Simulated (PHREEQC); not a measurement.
A column of 1 m (30 cells, dispersivity 0.05 m, 60 s a shift, diffusion coefficient 3e-10 m²/s) holds 0.094 eq of the database's cation exchanger X per kg of pore water, first in equilibrium with 33 mmol/kgw CaCl2, 7.4 mmol/kgw CdCl2 and 0.01 mmol/kgw HCl. It is flushed with 50 mmol/kgw KBr, 43 mmol/kgw ZnCl2 and 0.01 mmol/kgw HCl, at 25 °C. Values are for the last cell. No CO2 enters from the air. No solid was allowed to form.

Base run: PHREEQC, ion-association model, phreeqc.dat. Each further column changes one thing. The table gives K in solution (mol/kgw).

```csv
pore volumes,base,exchange capacity from 0.094 to 0.047 eq/kgw,dispersivity from 0.05 to 0.1 m
0,0,0,0
0.4167,1.75e-8,1.37e-6,7.89e-6
0.8167,0.000447,0.00295,0.00235
1.217,0.00850,0.0209,0.0131
1.617,0.0243,0.0381,0.0262
2.017,0.0370,0.0460,0.0360
2.417,0.0442,0.0488,0.0421
2.817,0.0476,0.0497,0.0457
3.217,0.0490,0.0499,0.0476
3.617,0.0496,0.0500,0.0487
4.017,0.0499,0.0500,0.0493
```
